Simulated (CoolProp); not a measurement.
Properties of R245ca along the isotherm 450 K.

Values from CoolProp's reference Helmholtz-energy equation of state, Zhou 2016.

| p (kPa) | phase | density (kg/m³) | isothermal compressibility (1/MPa) | expansivity (1/kK) | fugacity coefficient |
|---|---|---|---|---|---|
| 219 | gas | 8.002 | 4.658 | 2.380 | 0.9809 |
| 438 | gas | 16.33 | 2.378 | 2.555 | 0.9619 |
| 657 | gas | 25.03 | 1.622 | 2.752 | 0.9431 |
| 876 | gas | 34.12 | 1.246 | 2.974 | 0.9245 |
| 1090 | gas | 43.45 | 1.028 | 3.221 | 0.9064 |
| 1310 | gas | 53.54 | 0.8804 | 3.513 | 0.8880 |
| 1530 | gas | 64.22 | 0.7785 | 3.853 | 0.8696 |
| 1750 | gas | 75.57 | 0.7056 | 4.255 | 0.8513 |
| 1970 | gas | 87.72 | 0.6528 | 4.737 | 0.8331 |
